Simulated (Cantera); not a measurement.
An adiabatic, constant-pressure homogeneous reactor starts with CH4 : H2 : O2 : N2 = 1 : 0.11 : 4.67 : 17.6 (molar parts), at 1648 K and 320000 Pa. Integrator tolerance rtol = 1e-08.

Detailed kinetics in Cantera: GRI-Mech 3.0 (53 species, 325 reactions).

Question: What does this change do: CH4 1 to 1.8 parts?

Answer: 
```
quantity                                                              before                                    after
---------------------------------  -----------------------------------------  ---------------------------------------
time of steepest temperature rise                                    77.2 µs                                  98.1 µs
temperature at 6.00 s                                                 2467 K                                   2785 K
equilibrium temperature                                               2467 K                                   2785 K
x(CH4) at 6.00 s                       <1e-12 (gas-phase equilibrium <1e-12)    <1e-12 (gas-phase equilibrium <1e-12)
x(H2) at 6.00 s                    0.000757 (gas-phase equilibrium 0.000757)  0.00750 (gas-phase equilibrium 0.00750)
x(O2) at 6.00 s                          0.103 (gas-phase equilibrium 0.103)    0.0410 (gas-phase equilibrium 0.0410)
x(NO) at 6.00 s                        0.0148 (gas-phase equilibrium 0.0148)    0.0151 (gas-phase equilibrium 0.0151)
x(CH2) at 6.00 s                       <1e-12 (gas-phase equilibrium <1e-12)    <1e-12 (gas-phase equilibrium <1e-12)
```

Question: What does this change do: initial temperature 1648 to 1450 K?

Answer: 
```tsv
quantity	before	after
time of steepest temperature rise	77.2 µs	0.340 ms
temperature at 6.00 s	2467 K	2319 K
equilibrium temperature	2467 K	2319 K
x(CH4) at 6.00 s	<1e-12 (gas-phase equilibrium <1e-12)	<1e-12 (gas-phase equilibrium <1e-12)
x(H2) at 6.00 s	0.000757 (gas-phase equilibrium 0.000757)	0.000350 (gas-phase equilibrium 0.000350)
x(O2) at 6.00 s	0.103 (gas-phase equilibrium 0.103)	0.105 (gas-phase equilibrium 0.105)
x(NO) at 6.00 s	0.0148 (gas-phase equilibrium 0.0148)	0.0113 (gas-phase equilibrium 0.0113)
x(CH2) at 6.00 s	<1e-12 (gas-phase equilibrium <1e-12)	<1e-12 (gas-phase equilibrium <1e-12)
```

Question: What does this change do: constant volume in place of constant pressure?

Answer: 
| quantity | before | after |
|---|---|---|
| time of steepest temperature rise | 77.2 µs | 73.9 µs |
| temperature at 6.00 s | 2467 K | 2626 K |
| equilibrium temperature | 2467 K | 2626 K |
| x(CH4) at 6.00 s | <1e-12 (gas-phase equilibrium <1e-12) | <1e-12 (gas-phase equilibrium <1e-12) |
| x(H2) at 6.00 s | 0.000757 (gas-phase equilibrium 0.000757) | 0.00124 (gas-phase equilibrium 0.00124) |
| x(O2) at 6.00 s | 0.103 (gas-phase equilibrium 0.103) | 0.0999 (gas-phase equilibrium 0.0999) |
| x(NO) at 6.00 s | 0.0148 (gas-phase equilibrium 0.0148) | 0.0190 (gas-phase equilibrium 0.0190) |
| x(CH2) at 6.00 s | <1e-12 (gas-phase equilibrium <1e-12) | <1e-12 (gas-phase equilibrium <1e-12) |
